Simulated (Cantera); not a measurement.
A diamond (100) surface in a fixed gas of H2 with x(CH4) = 0.016, x(CH3) = 6.6e-05, at 1423 K, 0.266 atm; coverages are run to steady state.

Computed with Cantera and the Harris–Goodwin 1993 mechanism for the reconstructed diamond (100) surface.

θ: site fractions in the mechanism's names (c6HH fully hydrogenated, c6H* and c6*H radical sites, c6** diradical, c6HM methylated).

```
x(H)     growth (µm/h)  θ c6HH  θ c6H*  θ c6*H   θ c6**
-------  -------------  ------  ------  ------  -------
0.0001          0.0426   0.724  0.0277   0.246  0.00295
0.00025          0.280   0.571  0.0424   0.376  0.00991
0.00063           1.13   0.448  0.0535   0.474   0.0242
0.0016            2.76   0.374  0.0592   0.523   0.0426
0.004              ___   0.339  0.0614   0.542      ___
0.0099             ___   0.323  0.0624   0.548   0.0664
0.025             11.0   0.316  0.0634   0.549   0.0710
0.062             16.7   0.314  0.0653   0.547   0.0736
0.16              23.8   0.312  0.0700   0.542   0.0762
```

Fill in the missing entries.


- 0.004, growth (µm/h): 4.77
- 0.004, θ c6**: 0.0576
- 0.0099, growth (µm/h): 7.20
